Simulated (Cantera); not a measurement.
## trisilylamine + NH₃ + H₂ (silicon nitride deposition)

Input: 1 mol trisilylamine, 34 mol NH₃, 0.71 mol H₂, at 5.30 Pa.

Cantera equilibrium calculation (NASA polynomials, part measured and part estimated; ideal gas, pure solids and liquids). Candidate condensed phases: Si, Si₃N₄; 18 gas species. The feed counts by its element totals alone. The tables' values for SiN are old estimates; treat these amounts as uncertain. Gases not in the tables: Si₂H₆ and higher silanes. Equilibrium is a limit: real reactors are often held back by kinetics, nucleation or transport.

| T (K) | x H₂ | x N₂ | x H | x Si | x SiH | x Si₂ | x Si₂N | x SiN | n Si(l) |
|---|---|---|---|---|---|---|---|---|---|
| 1700 | 0.737 | 0.232 | 0.0174 | 0.0128 | 0.000124 | 5.61e-5 | 4.91e-5 | 2.72e-5 | 2.00 |
| 1725 | 0.728 | 0.230 | 0.0218 | 0.0192 | 0.000170 | 9.13e-5 | 6.54e-5 | 3.73e-5 | 1.50 |
| 1750 | 0.717 | 0.227 | 0.0270 | 0.0283 | 0.000231 | 0.000146 | 8.62e-5 | 5.07e-5 | 0.753 |
| 1775 | 0.704 | 0.224 | 0.0334 | 0.0374 | 0.000281 | 0.000189 | 9.21e-5 | 6.16e-5 | 0 |
| 1800 | 0.697 | 0.223 | 0.0411 | 0.0375 | 0.000260 | 0.000142 | 5.76e-5 | 5.72e-5 | 0 |
| 1825 | 0.689 | 0.222 | 0.0502 | 0.0375 | 0.000241 | 0.000107 | 3.63e-5 | 5.30e-5 | 0 |
| 1850 | 0.680 | 0.221 | 0.0610 | 0.0374 | 0.000223 | 8.05e-5 | 2.30e-5 | 4.91e-5 | 0 |
| 1875 | 0.669 | 0.220 | 0.0736 | 0.0373 | 0.000206 | 6.10e-5 | 1.47e-5 | 4.55e-5 | 0 |
x: gas mole fraction; n: condensed amount in mol.

From 1700 K to 1750 K the condensed part is Si(l). From 1775 K to 1875 K nothing is condensed. The main Si-bearing gas is Si throughout.
